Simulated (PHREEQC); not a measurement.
Solution (2 °C): 0.74 mol/kgw KHCO3, 0.081 mol/kgw NaOH, 0.67 mol/kgw KCl and 0.03 mol/kgw CO2. Closed to the air; pH follows from the charge balance.

Equilibrium calculation in PHREEQC: ion-association model, wateq4f.dat.

Precipitation was switched off in this run.

Predict the pH, ionic strength.

pH 8.86; ionic strength 1.53 mol/kgw.

In which forms is C present?

HCO3- 92 %, CO3-2 6.4 %, NaHCO3 1.2 % of the C.

Ionic strength above about 0.7 mol/kgw puts this run outside the model's range. Constants without temperature data keep their 25 °C values here.
